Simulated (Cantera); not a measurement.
**Transport properties of process gases**

Gas mixture: 51.5 % CO, 48.5 % C3H8, at 3.75 atm, frozen composition.

Cantera's kinetic-theory transport with the Lennard-Jones parameters of GRI-Mech 3.0, ideal gas; thermal conductivity in the mixture-averaged form.

```csv
T (K),ρ (kg/m³),cp (J/kg/K),μ (µPa s),λ (mW/m/K),Pr,D (cm²/s) N2,D (cm²/s) NH3,D (cm²/s) OH
400,4.09,1696,14.7,31.2,0.798,0.0665,0.0702,0.100
500,3.27,1951,17.6,41.2,0.836,0.0983,0.108,0.148
600,2.73,2179,20.3,51.1,0.866,0.135,0.151,0.203
700,2.34,2380,22.8,61.0,0.891,0.176,0.201,0.263
800,2.05,2555,25.2,70.7,0.910,0.220,0.256,0.330
900,1.82,2707,27.4,80.1,0.925,0.269,0.315,0.403
1000,1.64,2841,29.5,89.3,0.938,0.321,0.380,0.481
```
D: mixture-averaged diffusion coefficient of that species in the mixture.
